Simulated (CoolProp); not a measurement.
Saturation properties of n-octane (Tc = 568.7 K, pc = 2.484 MPa, ω = 0.398).

Values from CoolProp's reference Helmholtz-energy equation of state, Beckmüller 2019.

```json
[
 {"T (K)": "289.4", "p (MPa)": "0.001124", "vapour density (kg/m³)": "0.05345", "enthalpy of vaporisation (kJ/kg)": "368.5", "surface tension (mN/m)": "22.0", "liquid viscosity (µPa s)": "570", "liquid conductivity (mW/(m K))": "127"},
 {"T (K)": "293.6", "p (MPa)": "0.001443", "vapour density (kg/m³)": "0.06768", "enthalpy of vaporisation (kJ/kg)": "366.1", "surface tension (mN/m)": "21.6", "liquid viscosity (µPa s)": "540", "liquid conductivity (mW/(m K))": "126"},
 {"T (K)": "297.8", "p (MPa)": "0.001837", "vapour density (kg/m³)": "0.08499", "enthalpy of vaporisation (kJ/kg)": "363.6", "surface tension (mN/m)": "21.2", "liquid viscosity (µPa s)": "513", "liquid conductivity (mW/(m K))": "125"},
 {"T (K)": "302.1", "p (MPa)": "0.002332", "vapour density (kg/m³)": "0.1064", "enthalpy of vaporisation (kJ/kg)": "361.1", "surface tension (mN/m)": "20.8", "liquid viscosity (µPa s)": "487", "liquid conductivity (mW/(m K))": "123"},
 {"T (K)": "306.3", "p (MPa)": "0.002922", "vapour density (kg/m³)": "0.1316", "enthalpy of vaporisation (kJ/kg)": "358.7", "surface tension (mN/m)": "20.4", "liquid viscosity (µPa s)": "464", "liquid conductivity (mW/(m K))": "122"},
 {"T (K)": "310.5", "p (MPa)": "0.003633", "vapour density (kg/m³)": "0.1616", "enthalpy of vaporisation (kJ/kg)": "356.2", "surface tension (mN/m)": "20.0", "liquid viscosity (µPa s)": "443", "liquid conductivity (mW/(m K))": "121"},
 {"T (K)": "314.7", "p (MPa)": "0.004486", "vapour density (kg/m³)": "0.1970", "enthalpy of vaporisation (kJ/kg)": "353.7", "surface tension (mN/m)": "19.6", "liquid viscosity (µPa s)": "423", "liquid conductivity (mW/(m K))": "120"},
 {"T (K)": "319", "p (MPa)": "0.005527", "vapour density (kg/m³)": "0.2397", "enthalpy of vaporisation (kJ/kg)": "351.2", "surface tension (mN/m)": "19.2", "liquid viscosity (µPa s)": "404", "liquid conductivity (mW/(m K))": "118"},
 {"T (K)": "323.2", "p (MPa)": "0.006734", "vapour density (kg/m³)": "0.2885", "enthalpy of vaporisation (kJ/kg)": "348.8", "surface tension (mN/m)": "18.8", "liquid viscosity (µPa s)": "387", "liquid conductivity (mW/(m K))": "117"},
 {"T (K)": "327.4", "p (MPa)": "0.008153", "vapour density (kg/m³)": "0.3453", "enthalpy of vaporisation (kJ/kg)": "346.3", "surface tension (mN/m)": "18.4", "liquid viscosity (µPa s)": "371", "liquid conductivity (mW/(m K))": "116"},
 {"T (K)": "331.6", "p (MPa)": "0.009813", "vapour density (kg/m³)": "0.4109", "enthalpy of vaporisation (kJ/kg)": "343.8", "surface tension (mN/m)": "18.0", "liquid viscosity (µPa s)": "356", "liquid conductivity (mW/(m K))": "115"},
 {"T (K)": "335.9", "p (MPa)": "0.01179", "vapour density (kg/m³)": "0.4882", "enthalpy of vaporisation (kJ/kg)": "341.3", "surface tension (mN/m)": "17.6", "liquid viscosity (µPa s)": "341", "liquid conductivity (mW/(m K))": "113"}
]
```

It boils at 398.8 K under 1 atm.

Viscosity comes from a separate model (Huber 2004). Thermal conductivity comes from a separate model (Huber 2005). Surface tension comes from a separate correlation (Mulero 2012).
